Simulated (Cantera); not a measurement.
**Stirred combustor or abatement burner**

A perfectly stirred reactor is fed with CO : H2 : CH4 : O2 : N2 = 1 : 0.29 : 0.28 : 0.803 : 3.02 (molar parts), at 14.0 bar; it is adiabatic with a 775 K inlet, and is followed from long to short residence time, starting on the burning branch (τ in s: 0.26, 0.13, 0.066, 0.033, 0.017, 0.0084, 0.0043, 0.0022, 0.0011, 0.00055, 0.00028, 0.00014, 7.1e-05).

Detailed kinetics in Cantera: GRI-Mech 3.0 (53 species, 325 reactions). The pressure lies above the range GRI-Mech 3.0 was tuned for (to about 10 atm).

| τ (s) | T (K) | x CO | x H2 | x CH4 | x HO2 | x C2H4 | x H |
|---|---|---|---|---|---|---|---|
| 0.26 | 2507 | 0.131 | 0.0251 | 2.30e-7 | 9.51e-8 | <1e-12 | 0.00111 |
| 0.13 | 2507 | 0.131 | 0.0251 | 4.55e-7 | 9.68e-8 | 3.52e-12 | 0.00112 |
| 0.066 | 2507 | 0.131 | 0.0251 | 8.83e-7 | 1.00e-7 | 1.32e-11 | 0.00113 |
| 0.033 | 2507 | 0.131 | 0.0251 | 1.71e-6 | 1.07e-7 | 4.97e-11 | 0.00115 |
| 0.017 | 2506 | 0.132 | 0.0251 | 3.16e-6 | 1.19e-7 | 1.71e-10 | 0.00118 |
| 0.0084 | 2504 | 0.132 | 0.0251 | 5.81e-6 | 1.44e-7 | 5.89e-10 | 0.00125 |
| 0.0043 | 2502 | 0.132 | 0.0251 | 9.81e-6 | 1.91e-7 | 1.73e-9 | 0.00136 |
| 0.0022 | 2498 | 0.132 | 0.0251 | 1.56e-5 | 2.79e-7 | 4.53e-9 | 0.00155 |
| 0.0011 | 2492 | 0.132 | 0.0252 | 2.37e-5 | 4.53e-7 | 1.07e-8 | 0.00183 |
| 0.00055 | 2483 | 0.132 | 0.0252 | 3.44e-5 | 7.81e-7 | 2.25e-8 | 0.00225 |
| 0.00028 | 2470 | 0.133 | 0.0253 | 4.86e-5 | 1.37e-6 | 4.25e-8 | 0.00282 |
| 0.00014 | 2450 | 0.134 | 0.0255 | 6.98e-5 | 2.45e-6 | 7.77e-8 | 0.00360 |
| 7.1e-5 | 2424 | 0.135 | 0.0257 | 0.000102 | 4.27e-6 | 1.39e-7 | 0.00459 |
x: mole fraction; the columns are a selection and need not sum to one.
